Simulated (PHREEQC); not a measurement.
A column of 0.2 m (30 cells, dispersivity 0.016 m, 3600 s a shift, diffusion coefficient 3e-10 m²/s) holds 0.019 eq of the database's cation exchanger X per kg of pore water, first in equilibrium with 11 mmol/kgw MgCl2, 46 mmol/kgw NH4Cl and 0.01 mmol/kgw HCl. It is flushed with 0.041 mol/kgw KCl, 0.0012 mol/kgw MgCl2 and 1e-05 mol/kgw HCl, at 15 °C. Values are for the last cell. The system is closed to CO2. Nothing may precipitate in this run.

Equilibrium calculation in PHREEQC: ion-association model, phreeqc.dat.

```tsv
pore volumes	K in solution (mol/kgw)	NH4 in solution (mol/kgw)	Mg in solution (mol/kgw)
0	0	0.0460	0.0110
0.2167	5.20e-9	0.0460	0.0110
0.4167	7.40e-5	0.0457	0.0109
0.6167	0.00138	0.0428	0.0102
0.8167	0.00533	0.0361	0.00871
1.017	0.0112	0.0280	0.00713
1.217	0.0175	0.0204	0.00574
1.417	0.0234	0.0142	0.00461
1.617	0.0282	0.00960	0.00372
1.817	0.0320	0.00634	0.00304
2.017	0.0348	0.00412	0.00252
2.217	0.0368	0.00264	0.00213
2.417	0.0382	0.00167	0.00185
2.617	0.0391	0.00105	0.00165
2.817	0.0398	0.000656	0.00151
3.017	0.0402	0.000408	0.00141
```
